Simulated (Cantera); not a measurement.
Charge: 1 mol C, 0.22 mol NH₃, held at 2125 °C.

Cantera equilibrium calculation (NASA polynomials, part measured and part estimated; ideal gas, pure solids and liquids). Candidate condensed phases: C, C₆H₆, C₇H₈, C₈H₁₈; 92 gas species. The ideal-gas law is rough above about 30 bar. Kinetics and transport are ignored.

log p: log10 of the partial pressure in bar; n: condensed amount in mol.

| P (Pa) | log p H₂ | log p H | log p N₂ | log p HCN | log p CH₄ | log p C₂H₂ (acetylene) | n C(graphite) |
|---|---|---|---|---|---|---|---|
| 10 | -4.77 | -4.19 | -4.79 | -6.04 | -13.28 | -6.93 | 0.988 |
| 160 | -3.10 | -3.35 | -3.48 | -4.56 | -9.95 | -5.26 | 0.986 |
| 2500 | -1.78 | -2.69 | -2.24 | -3.28 | -7.31 | -3.94 | 0.985 |
| 40000 | [?] | [?] | [?] | [?] | [?] | [?] | 0.985 |
| 630000 | [?] | [?] | [?] | [?] | [?] | [?] | 0.984 |
| 10000000 | 1.86 | -0.87 | 1.38 | 0.35 | -0.04 | -0.30 | 0.980 |

**Question.** Some entries are withheld; supply them.

**Answer.** 
- 40000, log p H₂: -0.54
- 40000, log p H: -2.07
- 40000, log p N₂: -1.03
- 40000, log p HCN: -2.05
- 40000, log p CH₄: -4.84
- 40000, log p C₂H₂ (acetylene): -2.70
- 630000, log p H₂: 0.66
- 630000, log p H: -1.47
- 630000, log p N₂: 0.17
- 630000, log p HCN: -0.85
- 630000, log p CH₄: -2.43
- 630000, log p C₂H₂ (acetylene): -1.50
